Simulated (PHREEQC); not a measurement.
A solution holds 0.23 mol/kgw CdCl2 and 0.215 mol/kgw NaCl, at 25 °C. Closed to the air; pH follows from the charge balance.

The numbers come from PHREEQC with the ion-association model, phreeqc.dat.

This is a speciation only: nothing precipitates in the calculation.

**Question.** Order these Cl species by the share of Cl that they hold, largest first: Cl-, CdCl2, CdCl+, CdCl3-.

**Answer.** Cl- (51 %), CdCl2 (23 %), CdCl+ (18 %), CdCl3- (7.6 %)

**Question.** Order these Cd species by the share of Cd that they hold, largest first: Cd+2, CdCl2, CdCl+, CdCl3-.

**Answer.** CdCl+ (52 %), CdCl2 (34 %), CdCl3- (7.4 %), Cd+2 (6.1 %)

The pH is 5.29 and the ionic strength 0.378 mol/kgw. Complexes and solids missing from the database can't appear.
